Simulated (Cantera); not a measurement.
A closed system holds: 1 mol SiH2Cl2, 1.1 mol HCl, 200 mol H2, equilibrated at 1550 K and 1.10 bar.

Cantera equilibrium calculation (NASA polynomials, part measured and part estimated; ideal gas, pure solids and liquids). Candidate condensed phases: Si; 19 gas species. The tables' values for SiCl3 are old estimates; treat these amounts as uncertain. Rates play no part.

Problem. What is the equilibrium state?

Solution. 
| Property | Result |
|---|---|
| x(H2) | 0.985 |
| x(HCl) | 0.0138 |
| x(SiCl2) | 0.000648 |
| x(H) | 2.98e-5 |
| x(SiCl3) | 1.73e-5 |
| x(SiH2Cl2) | 1.61e-5 |
| x(SiHCl3) | 1.12e-5 |
| x(SiH3Cl) | 6.79e-6 |
| x(SiH2) | 2.75e-6 |
| n(Si(s)) | 0.857 mol |
| gas amount | 203.1 mol |
